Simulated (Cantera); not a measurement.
**Ignition delay**

Mixture: CH3OH : O2 : N2 = 1 : 1.74 : 6.56 (molar parts), equivalence ratio 0.86, at 2500000 Pa, adiabatic and at constant pressure. Ignition delay is the time to a rise of 400 K.

Detailed kinetics in Cantera: GRI-Mech 3.0 (53 species, 325 reactions). GRI-Mech 3.0 was tuned for natural gas; its chemistry of methanol as a main component is partial and can be far from experiment. The pressure lies above the range GRI-Mech 3.0 was tuned for (to about 10 atm).

```
T0 (K)  delay (ms)
------  ----------
1100          5.23
1175          1.27
1250         0.366
1325         0.123
1400        0.0479
```

```
Item                                                    Result
--------------------------------------------------  ----------
apparent activation energy between 1250 and 1400 K  200 kJ/mol
```
